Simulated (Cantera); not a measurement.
An isothermal, constant-pressure homogeneous reactor starts with NH3 : H2 = 1 : 0.13 (molar parts), at 2125 K and 2400 Pa.

Cantera simulation using the gas-phase N/H chemistry of the illustrative SiF4/NH3 mechanism in the Surface Chemkin manual (1991); the numbers are that mechanism's predictions, not measurements. Walls and surfaces, which speed up NH3 decomposition in real reactors, are not modelled.

Task: Predict: x(NH3) at 3.00 s; x(H2) at 3.00 s; x(H) at 3.00 s; x(N2) at 3.00 s; x(N) at 3.00 s.

Result: 
| Property | Result |
|---|---|
| x(NH3) at 3.00 s | 4.12e-5 (gas-phase equilibrium 1.23e-7) |
| x(H2) at 3.00 s | 0.753 (gas-phase equilibrium 0.747) |
| x(H) at 3.00 s | 0.0137 (gas-phase equilibrium 0.0204) |
| x(N2) at 3.00 s | 0.233 (gas-phase equilibrium 0.232) |
| x(N) at 3.00 s | 1.49e-6 (gas-phase equilibrium 1.53e-8) |
